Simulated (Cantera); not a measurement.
Mixture: CH4 : O2 : N2 = 1 : 2.82 : 10.6 (molar parts), equivalence ratio 0.71, at 120000 Pa, adiabatic and at constant pressure. Ignition delay is the time to a rise of 400 K.

Computed with Cantera and GRI-Mech 3.0 (53 species, 325 reactions).

Problem. What does this change do: constant volume in place of constant pressure?

Solution. 
| quantity | before | after |
|---|---|---|
| delay at 1123 K | 0.102 s | 98.7 ms |
| delay at 1323 K | 6.37 ms | 6.10 ms |
| delay at 1523 K | 0.723 ms | 0.690 ms |
| delay at 1723 K | 0.150 ms | 0.143 ms |
| apparent activation energy between 1623 and 1823 K | 160 kJ/mol | 170 kJ/mol |
